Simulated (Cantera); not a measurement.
A closed system holds: 1 mol SiO₂, 4.3 mol CH₄, 0.012 mol CO, 0.31 mol C, at 2200 K and 1 atm.

Method: chemical equilibrium by Gibbs-energy minimisation in Cantera with the NASA 1993 tables (ideal gas, pure condensed phases). Candidate condensed phases: C, C₆H₆, C₇H₈, C₈H₁₈, H₂O, Si, SiC, SiO₂; 123 gas species. Gases not in the tables: Si₂H₆ and higher silanes. Rates play no part.

Base state: H₂ 0.803, CO 0.186, H 0.00502, SiO 0.00264, C₂H₂ (acetylene) 0.00206, CH₄ 0.000172, Si 3.91e-5, SiH₂ 2.57e-5 (mole fractions); condensed: C(graphite) + SiC(s).

What changes in the equilibrium state with this change: temperature from 2200 K to 1025 K?


```json
[
 {"species": "H₂", "before": "0.803", "after": "0.934"},
 {"species": "CH₄", "before": "0.000172", "after": "0.0649"},
 {"species": "CO", "before": "0.186", "after": "0.00119"},
 {"species": "SiO", "before": "0.00264", "after": "<1e-9"},
 {"species": "H", "before": "0.00502", "after": "4.18e-9"},
 {"species": "C₂H₂ (acetylene)", "before": "0.00206", "after": "2.06e-9"},
 {"species": "Si", "before": "3.91e-5", "after": "<1e-9"},
 {"species": "SiH₂", "before": "2.57e-5", "after": "<1e-9"},
 {"species": "C(graphite), mol", "before": "1.62", "after": "4.09"},
 {"species": "SiC(s), mol", "before": "0.971", "after": "0"},
 {"species": "SiO₂(β-quartz), mol", "before": "0", "after": "1.00"}
]
```
